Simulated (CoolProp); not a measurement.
The numbers come from the reference Helmholtz-energy equation of state, Aleksandrov 2011 in CoolProp. It is a short technical equation, of lower accuracy than the large ones.

Give the vapour pressure (bar), liquid density (kg/m³), enthalpy of vaporisation (kJ/kg), liquid cp (kJ/(kg K)) of saturated n-undecane at 66.95, 86.45 °C.


```
T (°C)  p (bar)  liquid density (kg/m³)  enthalpy of vaporisation (kJ/kg)  liquid cp (kJ/(kg K))
------  -------  ----------------------  --------------------------------  ---------------------
66.95   0.00878                     704                               337                   2.36
86.45    0.0239                     689                               327                   2.44
```
